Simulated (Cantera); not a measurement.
Feed: 1 mol SiC, 0.0085 mol H2O, 130 mol N2, at 13.3 mbar.

Cantera equilibrium calculation (NASA polynomials, part measured and part estimated; ideal gas, pure solids and liquids). Candidate condensed phases: C, C6H6, C7H8, C8H18, H2O, Si, SiC, SiO2, Si2N2O, Si3N4; 151 gas species. N2 is the only nitrogen source here; it is nearly inert below about 1500 K, so the nitride shown seldom forms there in practice. Mutual solubility and eutectic melting of coexisting phases are not modelled. Kinetics and transport are ignored.

Question: Which condensed phases are stable at each of these points (T (K)): 1273, 1323, 1373, 1423, 1473, 1523, 1573, 1623, 1673, 1723, 1773, 1823, 1873, 1923?

Answer: 
```
T (K)                    condensed phases  Si condensed (%)
-----  ----------------------------------  ----------------
1273   C(graphite) + Si2N2O(s) + Si3N4(s)             100.0
1323   C(graphite) + Si2N2O(s) + Si3N4(s)             100.0
1373               C(graphite) + Si3N4(s)             100.0
1423                    SiC(s) + Si3N4(s)             100.0
1473                    SiC(s) + Si3N4(s)             100.0
1523                    SiC(s) + Si3N4(s)             100.0
1573                    SiC(s) + Si3N4(s)              99.9
1623                    SiC(s) + Si3N4(s)              99.8
1673                    SiC(s) + Si3N4(s)              99.6
1723                               SiC(s)              99.4
1773                               SiC(s)              99.3
1823                               SiC(s)              99.2
1873                               SiC(s)              99.0
1923                               SiC(s)              98.7
```

From 1273 K to 1323 K the condensed part is C(graphite) + Si2N2O(s) + Si3N4(s). At 1373 K the condensed part is C(graphite) + Si3N4(s). From 1423 K to 1673 K the condensed part is SiC(s) + Si3N4(s). From 1723 K to 1923 K the condensed part is SiC(s).
